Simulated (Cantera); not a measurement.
An adiabatic, constant-pressure homogeneous reactor starts with CH4 : C2H6 : C3H8 : O2 : N2 = 1 : 0.11 : 0.077 : 2.31 : 12 (molar parts), equivalence ratio 1.2, at 1775 K and 3.36 atm. Integrator tolerance rtol = 1e-08.

Model: GRI-Mech 3.0 (53 species, 325 reactions), integrated in Cantera.

What does this change do: initial temperature 1775 to 950 K?


```json
[
 {"quantity": "time of steepest temperature rise", "before": "15.2 µs", "after": "0.124 s"},
 {"quantity": "temperature at 1.00 s", "before": "2843 K", "after": "2342 K"},
 {"quantity": "equilibrium temperature", "before": "2843 K", "after": "2342 K"},
 {"quantity": "x(CH4) at 1.00 s", "before": "<1e-12 (gas-phase equilibrium <1e-12)", "after": "<1e-12 (gas-phase equilibrium <1e-12)"},
 {"quantity": "x(C2H6) at 1.00 s", "before": "<1e-12 (gas-phase equilibrium <1e-12)", "after": "<1e-12 (gas-phase equilibrium <1e-12)"},
 {"quantity": "x(C3H8) at 1.00 s", "before": "<1e-12 (gas-phase equilibrium <1e-12)", "after": "<1e-12 (gas-phase equilibrium <1e-12)"},
 {"quantity": "x(O) at 1.00 s", "before": "0.00248 (gas-phase equilibrium 0.00248)", "after": "3.74e-5 (gas-phase equilibrium 3.74e-5)"},
 {"quantity": "x(NO) at 1.00 s", "before": "0.00582 (gas-phase equilibrium 0.00582)", "after": "0.000395 (gas-phase equilibrium 0.000395)"}
]
```
Below about 1000 K GRI-Mech 3.0 lacks low-temperature oxidation paths.
